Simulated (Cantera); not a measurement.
Feed: 1 mol AlN, 230 mol H2, 35 mol N2, equilibrated at 1750 K and 0.000830 bar.

These are equilibrium values from Cantera (NASA tables, ideal gas, pure condensed phases), not measurements of a reactor. Candidate condensed phases: Al, AlN; 13 gas species. The numbers say what is thermodynamically allowed, not how fast it happens.

Base state: H2 0.856, N2 0.133, H 0.00747, Al 0.00369, AlH 5.14e-5 (mole fractions); condensed: gas only.

Question: What changes in the equilibrium state with this change: temperature from 1750 K to 2050 K?

Answer: 
```
species   before    after
-------  -------  -------
H2         0.856    0.798
N2         0.133    0.129
H        0.00747   0.0703
Al       0.00369  0.00360
AlH      5.14e-5  2.33e-5
```
